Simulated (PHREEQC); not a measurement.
## Nickel, zinc or cadmium bath: speciation

Consider water at 25 °C with 6.2 mmol/kgw CdCl2, 68 mmol/kgw Na2SO4 and 0.63 mmol/kgw HCl. Closed to the air; pH follows from the charge balance.

All values are PHREEQC results (ion-association model, phreeqc.dat), not measurements.

This is a speciation only: nothing precipitates in the calculation.

Estimate the pH, specific conductance, ionic strength.

pH 3.72; specific conductance 11400 µS/cm; ionic strength 0.186 mol/kgw.

In which forms is S present?

SO4-2 77 %, NaSO4- 15 %, Cd(SO4)2-2 4.1 %, CdSO4 3.6 %, HSO4- 0.6 % of the S.
